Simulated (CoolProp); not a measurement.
Model: reference Helmholtz-energy equation of state, Lemmon 2006, in CoolProp. It is a short technical equation, of lower accuracy than the large ones.

Question: For nitrous oxide, give the phase and the cp (kJ/(kg K)), fugacity coefficient at 268.3 K and 2.66 MPa.

Answer: 
- 268.3 K and 2.66 MPa: gas; cp 1.52, fugacity coefficient 0.802
